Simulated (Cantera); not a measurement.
Charge: 1 mol AlCl3, 7.9 mol NH3, 510 mol H2, at 0.660 bar.

Cantera equilibrium calculation (NASA polynomials, part measured and part estimated; ideal gas, pure solids and liquids). Candidate condensed phases: Al, AlCl3, AlN, NH4Cl; 20 gas species. Rates play no part.

### Question
Which condensed phases are stable at each of these points (T (°C)): 400, 600, 800, 1000, 1200, 1400, 1600, 1800, 2000?

### Answer
```csv
T (°C),condensed phases,Al condensed (%)
400,AlN(s),99.4
600,AlN(s),99.0
800,AlN(s),98.6
1000,AlN(s),98.2
1200,AlN(s),95.1
1400,AlN(s),43.8
1600,gas only,0.0
1800,gas only,0.0
2000,gas only,0.0
```

From 400 °C to 1400 °C the condensed part is AlN(s). From 1600 °C to 2000 °C nothing is condensed.
